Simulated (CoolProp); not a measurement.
Vapour-liquid equilibrium of n-hexane (1) + toluene (2) at 0.313 bar; x and y are mole fractions of (1).

Values from CoolProp's multi-fluid Helmholtz-energy mixture model, Thol 2019 and Lemmon 2006; pair parameters Bell 2016.

```csv
x,bubble temperature (°C),y at the bubble point,dew temperature at overall composition x (°C),liquid density (mol/L)
0.05,68.0,0.229,72.7,8.812
0.2,56.8,0.571,68.8,8.631
0.35,?,?,64.5,8.415
0.5,45.7,0.813,59.4,?
0.65,42.1,0.878,53.5,7.971
0.8,39.1,0.933,46.3,?
0.95,36.4,0.984,38.2,7.552
```

**Question.** What belongs in the gaps?

**Answer.** 
- 0.35, bubble temperature (°C): 50.2
- 0.35, y at the bubble point: 0.723
- 0.5, liquid density (mol/L): 8.192
- 0.8, liquid density (mol/L): 7.757

No azeotrope shows between x = 0.05 and 0.95.

The pair parameters rest on a limited set of measurements; away from them the model extrapolates.
